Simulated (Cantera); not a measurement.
## Thermodynamics of oxide etching and cleaning by halides, feed TiO₂ + SiCl₄ + O₂

Charge: 1 mol TiO₂, 0.36 mol SiCl₄, 8.3 mol O₂, at 1648.15 K and 26.0 Pa.

Cantera equilibrium calculation (NASA polynomials, part measured and part estimated; ideal gas, pure solids and liquids). Candidate condensed phases: Si, SiO₂, Ti, TiCl₂, TiCl₃, TiCl₄, TiO, TiO₂, Ti₂O₃, Ti₃O₅, Ti₄O₇; 24 gas species. Mutual solubility and eutectic melting of coexisting phases are not modelled. The tables hold silica as quartz up to 1696 K and as liquid above; real silica turns to tridymite and cristobalite and melts near 1996 K. Condensed phases not in the tables: alloys, solid solutions and most ternary compounds. Equilibrium is a limit: real reactors are often held back by kinetics, nucleation or transport.

```yaml
x(O₂): 0.845
x(Cl): 0.153
x(O): 0.00145
x(Cl₂): 0.000289
x(ClO): 4.69e-5
n(SiO₂(β-quartz)): 0.360 mol
n(TiO₂(rutile)): 1.000 mol
gas_amount: 9.384 mol
log10 activity of Ti₄O₇(s) (absent): -4.47
log10 activity of Ti₃O₅(s) (absent): -4.60
log10 activity of Ti₂O₃(s) (absent): -5.13
```
